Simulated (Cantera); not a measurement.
## Thermodynamics of silicon oxide and oxynitride deposition, feed SiH4 + CO2 + H2

Feed: 1 mol SiH4, 3.8 mol CO2, 0.21 mol H2, equilibrated at 55.5 Torr.

Method: chemical equilibrium by Gibbs-energy minimisation in Cantera with the NASA 1993 tables (ideal gas, pure condensed phases). Candidate condensed phases: C, C6H6, C7H8, C8H18, H2O, Si, SiC, SiO2; 123 gas species. The tables hold silica as quartz up to 1696 K and as liquid above; real silica turns to tridymite and cristobalite and melts near 1996 K. Gases not in the tables: Si(OH)4. Kinetics and transport are ignored.

```
T (K)   x CO  x CO2   x H2   x H2O     x CH4  n C(graphite)  n SiO2(α-quartz)  n SiO2(β-quartz)
-----  -----  -----  -----  ------  --------  -------------  ----------------  ----------------
825    0.303  0.307  0.299  0.0847   0.00598          0.355              1.00                 0
900    0.404  0.228  0.295  0.0723  0.000594              0                 0              1.00
975    0.421  0.212  0.280  0.0880   4.32e-5              0                 0              1.00
1050   0.435  0.197  0.265   0.102   4.53e-6              0                 0              1.00
1125   0.448  0.185  0.253   0.115   6.41e-7              0                 0              1.00
1200   0.459  0.174  0.242   0.126   1.16e-7              0                 0              1.00
1275   0.468  0.164  0.232   0.135   2.57e-8              0                 0              1.00
```
x: gas mole fraction; n: condensed amount in mol.

At 825 K the condensed part is C(graphite) + SiO2(α-quartz). From 900 K to 1275 K the condensed part is SiO2(β-quartz).
